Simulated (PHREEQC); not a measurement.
Dissolve 0.13 mol NiCl2 and 0.22 mol K2CO3 per kg of water at 39 °C. Closed to the air; pH follows from the charge balance.

All values are PHREEQC results (ion-association model, wateq4f.dat), not measurements.

No solid was allowed to form.

Q: Predict the pH, activity of water, ionic strength.

A: pH 9.96; activity of water 0.986; ionic strength 0.530 mol/kgw.

Q: In which forms is C present?

A: Ni(CO3)2-2 80 %, NiCO3 19 %, CO3-2 0.6 % of the C.

In wateq4f.dat the enthalpy of Ni(OH)2 has the wrong sign, so its saturation index can't be trusted away from 25 °C. Away from 25 °C the constants follow the database's enthalpies or fits; those with neither stay at their 25 °C values. The database's nickel carbonate constants are estimates that later reviews lower a good deal.
